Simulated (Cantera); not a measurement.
A Cantera script and what it prints.

```python
import numpy as np
import cantera as ct

gas_names = """
    CL CL2 H HCL H2 N NH NH2 NH3 N2 N2H2 N2H4 Si SiCL SiCL2 SiCL3 SiCL4 SiH SiHCL3 SiH2 SiH2CL2 SiH3
    SiH3CL SiH4 SiN Si2 Si2N Si3
""".split()
cond_names = """
    NH4CL(a) NH4CL(b) Si(cr) Si(L) Si3N4(a)
""".split()


# ... load() reads the species with a 1 bar reference pressure and builds the phases ...
atoms = {
    'Si2Cl6': {'Si': 2, 'CL': 6},
    'N2': {'N': 2},
    'H2': {'H': 2},
}
top_T = {'Si3N4(a)': 2400}  # K; cautious upper limits of use, not melting points


# ... equilibrate(T, P, feed) seeds the gas with the atoms and calls Mixture.equilibrate('TP', solver="vcs", rtol=1e-11, max_steps=5000) ...
results = []
feed = {'Si2Cl6': 1, 'N2': 65, 'H2': 5.3}  # mol
T = 1975  # K
for P in [5, 15, 45, 140, 410, 1200, 3700, 11000, 33000, 100000]:
    mix = equilibrate(T, P, feed)
    results.append((T, P, feed, dict(zip(mix.species_names, mix.species_moles))))
    x = sorted(zip(gas.X, gas.species_names), reverse=True)
    print(f"T = {T:g} K  P = {P:g} Pa  gas = {mix.phase_moles(0):.4g} mol")
    print("   x: " + "  ".join(f"{s} {v:.3e}" for v, s in x if v > 0.0001))
    print("   condensed (mol): " + ("  ".join(f"{mix.phase(i).name} {mix.phase_moles(i):.4g}"
          for i in range(1, mix.n_phases) if mix.phase_moles(i) > 1e-12) or "none"))
```

Result:

```
T = 1975 K  P = 5 Pa  gas = 77.51 mol
   x: N2 8.386e-01  HCL 3.817e-02  H 3.461e-02  H2 3.198e-02  CL 3.086e-02  Si 2.101e-02  SiCL2 3.653e-03  SiCL 1.065e-03
   condensed (mol): none
T = 1975 K  P = 15 Pa  gas = 76.1 mol
   x: N2 8.541e-01  HCL 4.206e-02  H2 3.775e-02  H 2.171e-02  CL 1.807e-02  Si 1.610e-02  SiCL2 8.634e-03  SiCL 1.433e-03
   condensed (mol): none
T = 1975 K  P = 45 Pa  gas = 75.03 mol
   x: N2 8.663e-01  H2 4.354e-02  HCL 4.071e-02  SiCL2 1.415e-02  H 1.346e-02  Si 1.083e-02  CL 9.402e-03  SiCL 1.505e-03
   condensed (mol): none
T = 1975 K  P = 140 Pa  gas = 74.3 mol
   x: N2 8.748e-01  H2 4.885e-02  HCL 3.683e-02  SiCL2 1.897e-02  H 8.083e-03  Si 6.395e-03  CL 4.553e-03  SiCL 1.339e-03
   condensed (mol): none
T = 1975 K  P = 410 Pa  gas = 73.86 mol
   x: N2 8.800e-01  H2 5.275e-02  HCL 3.307e-02  SiCL2 2.232e-02  H 4.908e-03  Si 3.442e-03  CL 2.299e-03  SiCL 1.066e-03
   condensed (mol): none
T = 1975 K  P = 1200 Pa  gas = 73.6 mol
   x: N2 8.831e-01  H2 5.540e-02  HCL 3.025e-02  SiCL2 2.452e-02  H 2.940e-03  Si 1.621e-03  CL 1.199e-03  SiCL 7.665e-04
   condensed (mol): none
T = 1975 K  P = 3700 Pa  gas = 73.45 mol
   x: N2 8.849e-01  H2 5.705e-02  HCL 2.849e-02  SiCL2 2.581e-02  H 1.699e-03  Si 6.426e-04  CL 6.339e-04  SiCL 4.951e-04  SiCL3 1.488e-04
   condensed (mol): none
T = 1975 K  P = 11000 Pa  gas = 73.37 mol
   x: N2 8.859e-01  H2 5.792e-02  HCL 2.760e-02  SiCL2 2.637e-02  H 9.929e-04  CL 3.536e-04  SiCL 3.051e-04  SiCL3 2.520e-04  Si 2.388e-04
   condensed (mol): none
T = 1975 K  P = 33000 Pa  gas = 73.2 mol
   x: N2 8.863e-01  H2 5.622e-02  HCL 3.178e-02  SiCL2 2.417e-02  H 5.648e-04  SiCL3 4.675e-04  CL 2.385e-04  SiCL 1.382e-04
   condensed (mol): Si3N4(a) 0.05961
T = 1975 K  P = 100000 Pa  gas = 72.95 mol
   x: N2 8.864e-01  H2 5.248e-02  HCL 4.000e-02  SiCL2 1.959e-02  SiCL3 8.595e-04  H 3.135e-04  CL 1.785e-04
   condensed (mol): Si3N4(a) 0.166
```

These are equilibrium values from Cantera (NASA tables, ideal gas, pure condensed phases), not measurements of a reactor. The feed counts by its element totals alone. The tables' values for SiCl, SiCl3, SiN are old estimates; treat these amounts as uncertain.
